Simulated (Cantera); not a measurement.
## Ignition delay

Mixture: CH₄ : H₂ : O₂ : N₂ = 1 : 0.11 : 1.58 : 8.54 (molar parts), equivalence ratio 1.3, at 360 Torr, adiabatic and at constant pressure. Ignition delay is the time to a rise of 400 K.

Detailed kinetics in Cantera: GRI-Mech 3.0 (53 species, 325 reactions).

| T0 (K) | delay (ms) |
|---|---|
| 1300 | 13.8 |
| 1375 | 6.08 |
| 1450 | 2.88 |
| 1525 | 1.48 |
| 1600 | 0.828 |
| 1675 | 0.493 |
| 1750 | 0.309 |

- apparent activation energy between 1600 and 1750 K: 150 kJ/mol
